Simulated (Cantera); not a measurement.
Source: NASA polynomial tables (part measured, part estimated), evaluated in Cantera. Values are per mole of reaction as written; species without (g) are pure solids or liquids, kept so even where they would boil at 1 bar.

Question: Between 823 and 1123 K, where is each reaction favourable under standard conditions?
- 3 H2(g) + 2 BCl3(g) ⇌ 6 HCl(g) + 2 B

Answer: 
- 3 H2(g) + 2 BCl3(g) ⇌ 6 HCl(g) + 2 B: ΔG° is 125 kJ at 823 K and 83 kJ at 1123 K; it stays positive (K < 1). ΔH° is 239 kJ and ΔS° 139 J/K at 1123 K.
